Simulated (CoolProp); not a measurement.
Saturation properties of toluene.

The numbers come from the reference Helmholtz-energy equation of state, Lemmon 2006 in CoolProp. It is a short technical equation, of lower accuracy than the large ones.

```tsv
T (°C)	p (MPa)	vapour density (kg/m³)	liquid cp (kJ/(kg K))	surface tension (mN/m)	liquid conductivity (mW/(m K))
196.75	0.7078	19.80	2.364	8.97	88.3
212.75	0.9348	26.35	2.447	7.48	85.6
228.85	1.214	34.82	___	6.04	83.1
244.95	1.552	45.82	2.656	4.68	80.8
261.05	1.957	60.41	2.806	3.40	78.9
277.05	2.434	80.41	___	___	77.3
293.15	3.003	110.3	3.484	1.19	76.2
309.25	3.677	164.1	5.414	___	77.5
```

Problem. Some entries are withheld; supply them.

Solution. 
- 228.85, liquid cp (kJ/(kg K)): 2.541
- 277.05, liquid cp (kJ/(kg K)): 3.032
- 277.05, surface tension (mN/m): 2.24
- 309.25, surface tension (mN/m): 0.326

It boils at 110.6 °C under 1 atm.

Thermal conductivity comes from a separate model (Assael 2012). Surface tension comes from a separate correlation (Mulero 2012).
